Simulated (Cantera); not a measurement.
Input (Python, Cantera):

```python
import numpy as np
import cantera as ct

gas = ct.Solution("gri30.yaml")
gas.TPX = 1575, 25000, {'C2H4': 1, 'H2': 3.9}
reactor = ct.IdealGasConstPressureReactor(gas, energy="off", clone=False)
net = ct.ReactorNet([reactor])
net.rtol, net.atol = 1e-08, 1e-18
show = ['C2H4', 'H2', 'C2H', 'C2H6', 'CH4', 'CH3', 'C2H2']
times = np.geomspace(1e-05, 200, 12)

steps = ct.SolutionArray(gas, extra=["t"])
rows = []
print(f"{'t/s':>10s}{'T/K':>9s}{'P/Pa':>11s}" + "".join(f"{s:>11s}" for s in show))
for t in times:
    while net.time < t:
        t_next = net.step()
        steps.append(gas.state, t=t_next)
    rows.append([np.interp(t, steps.t, y) for y in (steps.T, steps.P, *steps(*show).X.T)])
    print(f"{t:10.3e}{rows[-1][0]:9.1f}{rows[-1][1]:11.4g}" + "".join(f"{x:11.3e}" for x in rows[-1][2:]))
rate = np.gradient(steps.T, steps.t)
print("integrator steps:", len(steps.t))
if steps.T.max() > steps.T[0] + 200:
    print(f"time of steepest temperature rise: {steps.t[rate.argmax()]:.4e} s")
gas.TPX = 1575, 25000, {'C2H4': 1, 'H2': 3.9}
gas.equilibrate("TP")
print(f"equilibrium (TP): T = {gas.T:.1f} K  " + "  ".join(f"{s} {gas[s].X[0]:.3e}" for s in show))
```

It prints:

```
       t/s      T/K       P/Pa       C2H4         H2        C2H       C2H6        CH4        CH3       C2H2
 1.000e-05   1575.0    2.5e+04  2.040e-01  7.959e-01  1.493e-14  2.857e-09  1.751e-11  2.074e-11  4.484e-05
 4.610e-05   1575.0    2.5e+04  2.038e-01  7.960e-01  3.242e-13  4.275e-08  1.731e-09  4.417e-10  2.095e-04
 2.125e-04   1575.0    2.5e+04  2.028e-01  7.961e-01  7.546e-12  7.621e-07  1.514e-07  8.454e-09  1.026e-03
 9.799e-04   1575.0    2.5e+04  1.965e-01  7.972e-01  2.989e-10  1.379e-05  1.347e-05  1.715e-07  6.312e-03
 4.518e-03   1575.0    2.5e+04  1.347e-01  8.072e-01  9.950e-09  5.583e-05  5.928e-04  1.525e-06  5.732e-02
 2.083e-02   1575.0    2.5e+04  1.917e-02  8.258e-01  3.440e-08  9.388e-06  2.033e-03  3.328e-06  1.529e-01
 9.602e-02   1575.0    2.5e+04  4.655e-03  8.275e-01  5.011e-08  2.517e-06  3.119e-03  6.637e-06  1.646e-01
 4.427e-01   1575.0    2.5e+04  4.606e-03  8.248e-01  4.854e-08  2.596e-06  7.271e-03  1.504e-05  1.632e-01
 2.041e+00   1575.0    2.5e+04  4.459e-03  8.160e-01  4.453e-08  3.491e-06  2.040e-02  3.965e-05  1.590e-01
 9.410e+00   1575.0    2.5e+04  4.377e-03  8.107e-01  4.256e-08  4.439e-06  2.827e-02  5.333e-05  1.565e-01
 4.338e+01   1575.0    2.5e+04  4.376e-03  8.107e-01  4.255e-08  4.444e-06  2.831e-02  5.340e-05  1.565e-01
 2.000e+02   1575.0    2.5e+04  4.376e-03  8.107e-01  4.255e-08  4.444e-06  2.831e-02  5.340e-05  1.565e-01
integrator steps: 918
equilibrium (TP): T = 1575.0 K  C2H4 4.376e-03  H2 8.107e-01  C2H 4.255e-08  C2H6 4.444e-06  CH4 2.831e-02  CH3 5.340e-05  C2H2 1.565e-01
```

Model: GRI-Mech 3.0 (53 species, 325 reactions), integrated in Cantera. GRI-Mech 3.0 was tuned for natural gas; its chemistry of ethylene as a main component is partial and can be far from experiment. GRI-Mech 3.0 stops at C3 and has no aromatics, soot or wall deposition, so with more carbon than oxygen in the feed, carbon stays in small species such as C2H2 where larger ones or solid carbon would form.
